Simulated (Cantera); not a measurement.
A perfectly stirred reactor is fed with CO : O₂ : H₂O : N₂ = 0.016 : 0.0044 : 0.013 : 1 (molar parts), equivalence ratio 1.8, at 5.00 bar; it is held at 1275 K, and followed from long to short residence time.

Model: GRI-Mech 3.0 (53 species, 325 reactions), integrated in Cantera.

Q: Predict: x(CO) at τ = 0.420 s; x(O₂) at τ = 0.420 s; x(H₂O) at τ = 0.420 s; x(N₂O) at τ = 0.420 s; x(CO) at τ = 18.0 ms; x(O₂) at τ = 18.0 ms; x(H₂O) at τ = 18.0 ms; x(H₂O₂) at τ = 18.0 ms; x(N₂O) at τ = 18.0 ms.

A: 
- x(CO) at τ = 0.420 s = 0.00480
- x(O₂) at τ = 0.420 s = 1.54e-5
- x(H₂O) at τ = 0.420 s = 0.0104
- x(N₂O) at τ = 0.420 s = 3.26e-9
- x(CO) at τ = 18.0 ms = 0.00564
- x(O₂) at τ = 18.0 ms = 9.50e-5
- x(H₂O) at τ = 18.0 ms = 0.0111
- x(H₂O₂) at τ = 18.0 ms = 1.30e-8
- x(N₂O) at τ = 18.0 ms = 2.54e-8
